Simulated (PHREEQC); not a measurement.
Solution (20 °C and 300 atm): 0.023 mol H2S and 0.00022 mol NaCl per kg of water. Closed to the air; pH follows from the charge balance.

Equilibrium calculation in PHREEQC: ion-association model, phreeqc.dat.

Each row changes one thing in this solution. Precipitation was switched off in this run.

| case | pH | ionic strength (mol/kgw) | HS- (mol/kgw) | SI of Halite (NaCl) |
|---|---|---|---|---|
| as made | 4.28 | 0.000273 | 5.33e-5 | -8.95 |
| H2S replaced by NaHS at the same molality | 9.53 | 0.0232 | 0.0229 | -7.03 |
| NaCl from 0.00022 to 0.0011 mol/kgw | 4.28 | 0.00115 | 5.43e-5 | -7.57 |
| H2S from 0.023 to 0.0253 mol/kgw | 4.26 | 0.000276 | 5.59e-5 | -8.95 |
| temperature from 20 to 25 °C | 4.25 | 0.000278 | 5.75e-5 | -8.95 |
| temperature from 20 to 75 °C | 4.06 | 0.000309 | 8.87e-5 | -8.98 |

Under pressure, the constants of complexes without a molar volume in the database are unreliable. Constants without temperature data keep their 25 °C values here.
